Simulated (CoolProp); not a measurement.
Ethanol along the isobar 16400 kPa: density (kg/m³) from the reference equation and from simpler models built on Tc = 514.7 K, pc = 6268 kPa, ω = 0.644; each cubic takes its own stable root.

Values from CoolProp's reference Helmholtz-energy equation of state, Schroeder 2014.

```tsv
T (K)	phase	reference	van der Waals	Soave-Redlich-Kwong
289.8	liquid	…	444.0	681.0
308.3	liquid	790.7	436.6	668.8
326.9	liquid	775.7	429.0	…
345.4	liquid	760.2	421.1	…
364	liquid	743.8	412.9	…
382.5	liquid	726.4	404.5	607.7
401.1	liquid	707.3	395.8	588.5
419.6	liquid	…	386.7	567.5
438.2	liquid	663.1	377.2	544.0
456.7	liquid	…	367.3	…
475.3	liquid	609.5	357.0	488.9
493.8	liquid	578.7	…	456.4
```

Problem. What belongs in the gaps?

Solution. 
- 289.8, reference: 805.3
- 326.9, Soave-Redlich-Kwong: 655.5
- 345.4, Soave-Redlich-Kwong: 641.1
- 364, Soave-Redlich-Kwong: 625.1
- 419.6, reference: 686.4
- 456.7, reference: 637.6
- 456.7, Soave-Redlich-Kwong: 518.0
- 493.8, van der Waals: 346.1
